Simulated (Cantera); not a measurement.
**Hydrocarbon pyrolysis for carbon deposition**

An isothermal, constant-pressure homogeneous reactor starts with C2H6 : N2 = 8.2 : 30 (molar parts), at 1525 K and 0.987 atm.

Model: GRI-Mech 3.0 (53 species, 325 reactions), integrated in Cantera. GRI-Mech 3.0 stops at C3 and has no aromatics, soot or wall deposition, so with more carbon than oxygen in the feed, carbon stays in small species such as C2H2 where larger ones or solid carbon would form.

```tsv
t (s)	x C2H6	x H2	x CH3	x C2H	x H	x CH4
5.00e-5	0.149	0.0393	0.00255	5.67e-9	6.91e-5	0.0142
0.000170	0.0538	0.104	0.00158	2.48e-8	8.65e-5	0.0414
0.000576	0.00367	0.161	0.000388	3.42e-8	5.15e-5	0.0580
0.00196	0.000198	0.187	9.41e-5	1.37e-8	1.53e-5	0.0578
0.00665	5.25e-5	0.208	5.52e-5	1.07e-8	1.01e-5	0.0565
0.0226	2.92e-5	0.227	4.78e-5	1.15e-8	9.78e-6	0.0550
0.0766	2.40e-5	0.232	4.52e-5	1.16e-8	9.78e-6	0.0531
0.260	2.13e-5	0.238	4.18e-5	1.20e-8	1.02e-5	0.0482
0.884	1.67e-5	0.249	3.50e-5	1.28e-8	1.12e-5	0.0386
3.00	1.41e-5	0.257	2.98e-5	1.36e-8	1.20e-5	0.0315
```
x: mole fraction; the columns are a selection and need not sum to one.

Equilibrium at this temperature and pressure: C2H6 9.40e-6, H2 0.266, CH3 2.42e-5, C2H 8.54e-9, H 1.23e-5, CH4 0.0259 (gas phase only).
